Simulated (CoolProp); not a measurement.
Computed with CoolProp (reference Helmholtz-energy equation of state, Lemmon 2005). It is a short technical equation, of lower accuracy than the large ones.

### Question
For cis-2-butene, give the phase and the density (kg/m³), cp (kJ/(kg K)), speed of sound (m/s) at 143.4 K and 0.287 MPa; 236.9 K and 0.251 MPa.

### Answer
- 143.4 K and 0.287 MPa: liquid; density 781, cp 2.01, speed of sound 1880
- 236.9 K and 0.251 MPa: liquid; density 684, cp 2.04, speed of sound 1320
